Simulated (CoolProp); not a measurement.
Model: reference Helmholtz-energy equation of state, Gao 2016, in CoolProp.

### Question
For sulfur dioxide, give the phase and the Z, cv (kJ/(kg K)) at 446.7 K and 4440 kPa; 446.7 K and 8870 kPa.

### Answer
- 446.7 K and 4440 kPa: gas; Z 0.803, cv 0.660
- 446.7 K and 8870 kPa: supercritical; Z 0.484, cv 0.858
